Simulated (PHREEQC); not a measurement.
1.2 g of hydrous ferric oxide (600 m²/g; 0.2 weak and 0.005 strong sites per Fe, Dzombak-Morel constants, diffuse double layer) in 1 kg of water with 0.005 mol/kgw of an inert sodium salt and 0.0021 mol/kgw CaCl2 and 9.9e-05 mol/kgw CuCl2, at 25 °C; the pH is set by adding NaOH or the inert anion's acid. Oxygen is held at 0.21 atm. The system is closed to CO2. Nothing may precipitate in this run.

Base run: PHREEQC, ion-association model, wateq4f.dat. Each further column changes one thing. The table gives Cu sorbed (%).

```json
[
 {"pH": "4", "base": "10.3", "no electrostatic term (-no_edl)": "14.5", "background salt from 0.005 to 0.0005 mol/kgw": "10.1", "oxide from 1.2 to 6 g/kgw": "37.5", "0.0065 mol/kgw NiCl2 added": "10.0"},
 {"pH": "4.5", "base": "38.8", "no electrostatic term (-no_edl)": "51.4", "background salt from 0.005 to 0.0005 mol/kgw": "38.0", "oxide from 1.2 to 6 g/kgw": "80.7", "0.0065 mol/kgw NiCl2 added": "36.8"},
 {"pH": "5", "base": "75.5", "no electrostatic term (-no_edl)": "[?]", "background salt from 0.005 to 0.0005 mol/kgw": "74.7", "oxide from 1.2 to 6 g/kgw": "96.8", "0.0065 mol/kgw NiCl2 added": "70.4"},
 {"pH": "6", "base": "99.3", "no electrostatic term (-no_edl)": "99.8", "background salt from 0.005 to 0.0005 mol/kgw": "99.3", "oxide from 1.2 to 6 g/kgw": "99.9", "0.0065 mol/kgw NiCl2 added": "98.1"},
 {"pH": "6.5", "base": "99.9", "no electrostatic term (-no_edl)": "100.0", "background salt from 0.005 to 0.0005 mol/kgw": "99.9", "oxide from 1.2 to 6 g/kgw": "100.0", "0.0065 mol/kgw NiCl2 added": "99.3"},
 {"pH": "7", "base": "100.0", "no electrostatic term (-no_edl)": "100.0", "background salt from 0.005 to 0.0005 mol/kgw": "100.0", "oxide from 1.2 to 6 g/kgw": "100.0", "0.0065 mol/kgw NiCl2 added": "99.2"},
 {"pH": "7.5", "base": "100.0", "no electrostatic term (-no_edl)": "100.0", "background salt from 0.005 to 0.0005 mol/kgw": "100.0", "oxide from 1.2 to 6 g/kgw": "100.0", "0.0065 mol/kgw NiCl2 added": "96.6"},
 {"pH": "8.5", "base": "99.9", "no electrostatic term (-no_edl)": "99.9", "background salt from 0.005 to 0.0005 mol/kgw": "99.8", "oxide from 1.2 to 6 g/kgw": "100.0", "0.0065 mol/kgw NiCl2 added": "28.3"},
 {"pH": "9", "base": "99.4", "no electrostatic term (-no_edl)": "99.4", "background salt from 0.005 to 0.0005 mol/kgw": "99.3", "oxide from 1.2 to 6 g/kgw": "100.0", "0.0065 mol/kgw NiCl2 added": "4.2"},
 {"pH": "9.5", "base": "96.6", "no electrostatic term (-no_edl)": "[?]", "background salt from 0.005 to 0.0005 mol/kgw": "96.4", "oxide from 1.2 to 6 g/kgw": "100.0", "0.0065 mol/kgw NiCl2 added": "0.7"},
 {"pH": "10", "base": "82.0", "no electrostatic term (-no_edl)": "[?]", "background salt from 0.005 to 0.0005 mol/kgw": "[?]", "oxide from 1.2 to 6 g/kgw": "100.0", "0.0065 mol/kgw NiCl2 added": "0.3"},
 {"pH": "11", "base": "15.9", "no electrostatic term (-no_edl)": "12.7", "background salt from 0.005 to 0.0005 mol/kgw": "15.2", "oxide from 1.2 to 6 g/kgw": "100.0", "0.0065 mol/kgw NiCl2 added": "0.3"},
 {"pH": "11.5", "base": "3.2", "no electrostatic term (-no_edl)": "2.0", "background salt from 0.005 to 0.0005 mol/kgw": "[?]", "oxide from 1.2 to 6 g/kgw": "99.9", "0.0065 mol/kgw NiCl2 added": "0.2"},
 {"pH": "12", "base": "0.4", "no electrostatic term (-no_edl)": "0.2", "background salt from 0.005 to 0.0005 mol/kgw": "0.4", "oxide from 1.2 to 6 g/kgw": "99.7", "0.0065 mol/kgw NiCl2 added": "0.1"}
]
```

### Question
Complete the blanks.

### Answer

- 5, no electrostatic term (-no_edl): 87.6
- 9.5, no electrostatic term (-no_edl): 96.5
- 10, no electrostatic term (-no_edl): 80.2
- 10, background salt from 0.005 to 0.0005 mol/kgw: 81.0
- 11.5, background salt from 0.005 to 0.0005 mol/kgw: 3.0

In at least one series the solution becomes supersaturated in solids that the run did not let form, among them Cu(OH)2. The database's constant for dissolved Cu(OH)2 is higher than later reviews accept.
